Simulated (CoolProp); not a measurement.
Vapour-liquid equilibrium of CH3F (R41) (1) + chloromethane (R40) (2) at 0.638 MPa; x and y are mole fractions of (1).

The numbers come from the multi-fluid Helmholtz-energy mixture model, Lemmon 2006 and Thol 2014; pair parameters Bell 2016 in CoolProp.

```csv
x,bubble temperature (K),y at the bubble point,dew temperature at overall composition x (K),liquid density (mol/L)
0.05,…,0.229,300.0,…
0.2,274.3,0.627,294.6,…
0.35,261.6,0.800,…,20.29
0.5,252.9,0.884,281.5,…
0.65,246.6,0.933,272.9,21.70
0.8,241.7,0.966,261.6,22.32
0.95,237.4,0.992,244.1,…
```

Complete the blanks.


- 0.05, bubble temperature (K): 293.5
- 0.05, liquid density (mol/L): 18.33
- 0.2, liquid density (mol/L): 19.41
- 0.35, dew temperature at overall composition x (K): 288.5
- 0.5, liquid density (mol/L): 21.03
- 0.95, liquid density (mol/L): 22.93

No azeotrope shows between x = 0.05 and 0.95.

The pair parameters rest on a limited set of measurements; away from them the model extrapolates. The gap from Raoult's law changes sign with composition, which may be real or a fault of the pair parameters; it wasn't checked against measurements.
